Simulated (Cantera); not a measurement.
**Hydrocarbon pyrolysis for carbon deposition**

An isothermal, constant-pressure homogeneous reactor starts with C₂H₄ : H₂ = 1 : 69 (molar parts), at 1498 K and 101000 Pa.

Computed with Cantera and GRI-Mech 3.0 (53 species, 325 reactions). GRI-Mech 3.0 was tuned for natural gas; its chemistry of ethylene as a main component is partial and can be far from experiment. GRI-Mech 3.0 stops at C3 and has no aromatics, soot or wall deposition, so with more carbon than oxygen in the feed, carbon stays in small species such as C2H2 where larger ones or solid carbon would form.

| t (s) | x C₂H₄ | x H₂ | x H | x CH₃ | x C₂H₂ | x CH₂ | x CH₄ |
|---|---|---|---|---|---|---|---|
| 6.00e-6 | 0.0143 | 0.986 | 5.89e-9 | <1e-12 | 1.14e-6 | <1e-12 | <1e-12 |
| 2.22e-5 | 0.0143 | 0.986 | 2.22e-8 | 4.02e-12 | 4.23e-6 | <1e-12 | 3.10e-11 |
| 8.23e-5 | 0.0143 | 0.986 | 8.39e-8 | 4.63e-11 | 1.58e-5 | <1e-12 | 1.27e-9 |
| 0.000305 | 0.0142 | 0.986 | 3.62e-7 | 6.14e-10 | 6.02e-5 | <1e-12 | 5.97e-8 |
| 0.00113 | 0.0140 | 0.986 | 5.09e-6 | 1.80e-8 | 0.000290 | 1.04e-11 | 4.68e-6 |
| 0.00418 | 0.00812 | 0.985 | 6.51e-5 | 1.39e-6 | 0.00563 | 1.52e-10 | 0.000810 |
| 0.0155 | 0.00300 | 0.985 | 4.79e-5 | 2.32e-6 | 0.01000 | 1.14e-10 | 0.00228 |
| 0.0574 | 0.00253 | 0.983 | 3.77e-5 | 3.61e-6 | 0.00934 | 1.28e-10 | 0.00460 |
| 0.213 | 0.00198 | 0.981 | 2.74e-5 | 5.62e-6 | 0.00730 | 1.37e-10 | 0.00992 |
| 0.787 | 0.00105 | 0.976 | 1.99e-5 | 7.80e-6 | 0.00386 | 1.34e-10 | 0.0189 |
| 2.92 | 0.000345 | 0.973 | 1.71e-5 | 9.17e-6 | 0.00123 | 1.34e-10 | 0.0257 |
| 10.8 | 0.000279 | 0.972 | 1.69e-5 | 9.30e-6 | 0.000985 | 1.34e-10 | 0.0264 |
| 40.0 | 0.000279 | 0.972 | 1.69e-5 | 9.30e-6 | 0.000985 | 1.34e-10 | 0.0264 |
x: mole fraction; the columns are a selection and need not sum to one.

Equilibrium at this temperature and pressure: C₂H₄ 0.000279, H₂ 0.972, H 1.69e-5, CH₃ 9.30e-6, C₂H₂ 0.000985, CH₂ 1.34e-10, CH₄ 0.0264 (gas phase only).
